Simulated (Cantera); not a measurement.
A freely propagating, adiabatic, planar premixed flame of CH4 : H2 : O2 : N2 = 1 : 0.056 : 2.7 : 10.2 (molar parts), unburnt at 623 K and 1.01 bar; mixture-averaged transport, grid criteria slope 0.08 and curve 0.16, no radiation.

Detailed kinetics in Cantera: GRI-Mech 3.0 (53 species, 325 reactions). Burning velocities carry a grid error of a few per cent, more on coarse grids.

Question: What does this change do: N2 10.2 to 13 parts?

Answer: 
| quantity | before | after |
|---|---|---|
| laminar burning velocity | 111 cm/s | 69.2 cm/s |
| thermal thickness | 0.367 mm | 0.505 mm |
| peak x(HCN) | 6.87e-7 | 4.24e-7 |
| peak x(H) | 0.00455 | 0.00268 |
| peak x(C2H4) | 0.000256 | 0.000217 |

Question: What does this change do: 1.1 parts H2O added?

Answer: 
| quantity | before | after |
|---|---|---|
| laminar burning velocity | 111 cm/s | 82.8 cm/s |
| thermal thickness | 0.367 mm | 0.455 mm |
| peak x(HCN) | 6.87e-7 | 4.99e-7 |
| peak x(H) | 0.00455 | 0.00299 |
| peak x(C2H4) | 0.000256 | 0.000281 |

Question: What does this change do: N2 10.2 to 8 parts?

Answer: 
```json
[
 {"quantity": "laminar burning velocity", "before": "111 cm/s", "after": "161 cm/s"},
 {"quantity": "thermal thickness", "before": "0.367 mm", "after": "0.284 mm"},
 {"quantity": "peak x(HCN)", "before": "6.87e-7", "after": "1.00e-6"},
 {"quantity": "peak x(H)", "before": "0.00455", "after": "0.00677"},
 {"quantity": "peak x(C2H4)", "before": "0.000256", "after": "0.000314"}
]
```
